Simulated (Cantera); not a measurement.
Feed: 1 mol PbO, 2.6 mol CO, held at 2375 K and 0.128 Torr.

Method: chemical equilibrium by Gibbs-energy minimisation in Cantera with the NASA 1993 tables (ideal gas, pure condensed phases). Candidate condensed phases: C, Pb, PbO, PbO2, Pb3O4; 15 gas species. Equilibrium is a limit: real reactors are often held back by kinetics, nucleation or transport.

Base state: CO 0.554, Pb 0.238, O 0.104, CO2 0.0703, O2 0.0318, PbO 0.00254 (mole fractions); condensed: gas only.

Problem. What changes in the equilibrium state with this change: temperature from 2375 K to 2098 K?

Solution. 
```csv
species,before,after
CO,0.554,0.473
Pb,0.238,0.267
CO2,0.0703,0.232
O,0.104,0.0114
O2,0.0318,0.0118
PbO,0.00254,0.00415
```
